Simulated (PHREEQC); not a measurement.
A solution holds 0.003 mol/kgw NaHSO4, at 25 °C. Closed to the air; pH follows from the charge balance.

The numbers come from PHREEQC with the Pitzer model, pitzer.dat.

```json
{
  "pH": "2.63",
  "ionic_strength": "0.00815 mol/kgw",
  "specific_conductance": "1370 µS/cm",
  "osmotic_coefficient": "0.941",
  "total_alkalinity": "-3.00 meq/kg"
}
```

| species | molality | activity | log γ |
|---|---|---|---|
| Na+ | 0.00300 | 0.00272 | -0.043 |
| H+ | 0.00257 | 0.00232 | -0.045 |
| SO4-2 | 0.00257 | 0.00176 | -0.165 |
| HSO4- | 0.000427 | 0.000389 | -0.041 |

This is a speciation only: nothing precipitates in the calculation.
